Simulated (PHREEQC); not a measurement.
Consider water at 25 °C with 20 mmol/kgw CsOH and 17 mmol/kgw K2SiO3. Closed to the air; pH follows from the charge balance.

Equilibrium calculation in PHREEQC: ion-association model, wateq4f.dat.

Each row changes one thing in this solution. Precipitation was switched off in this run.

```
case                                             pH  ionic strength (mol/kgw)
--------------------------------------------  -----  ------------------------
as made                                       12.42                    0.0581
diluted 2-fold with water                         ?                    0.0282
K2SiO3 replaced by KNO3 at the same molality  12.22                    0.0370
CsOH from 0.02 to 0.004 mol/kgw               12.19                    0.0405
CsOH left out                                     ?                    0.0361
temperature from 25 to 40 °C                  11.97                    0.0577
```

**Question.** What belongs in the gaps?

**Answer.** 
- diluted 2-fold with water, pH: 12.17
- CsOH left out, pH: 12.10

Away from 25 °C the constants follow the database's enthalpies or fits; those with neither stay at their 25 °C values.
